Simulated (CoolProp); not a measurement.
n-decane at 271.44 K and 0.17 MPa flows at 2.4 m/s in a round tube of 25 mm bore and 1.5 µm roughness, fully developed (64/Re and Nu = 3.66 if laminar; Colebrook and Gnielinski if turbulent). Each further row changes one setting.

Values from CoolProp's reference Helmholtz-energy equation of state, Lemmon 2006. It is a short technical equation, of lower accuracy than the large ones.

```json
[
 {"case": "as stated", "Reynolds number": "34100", "Darcy friction factor": "0.0230", "pressure drop (Pa/m)": "1980", "heat-transfer coefficient (W/(m² K))": "1950", "mass flow (kg/h)": "3170"},
 {"case": "velocity 4.8 m/s", "Reynolds number": "68100", "Darcy friction factor": "0.0198", "pressure drop (Pa/m)": "6810", "heat-transfer coefficient (W/(m² K))": "3630", "mass flow (kg/h)": "6340"},
 {"case": "diameter 50 mm", "Reynolds number": "68100", "Darcy friction factor": "0.0196", "pressure drop (Pa/m)": "846", "heat-transfer coefficient (W/(m² K))": "1810", "mass flow (kg/h)": "12700"}
]
```

Viscosity comes from a separate model (Huber 2004). Thermal conductivity comes from a separate model (Huber 2005).
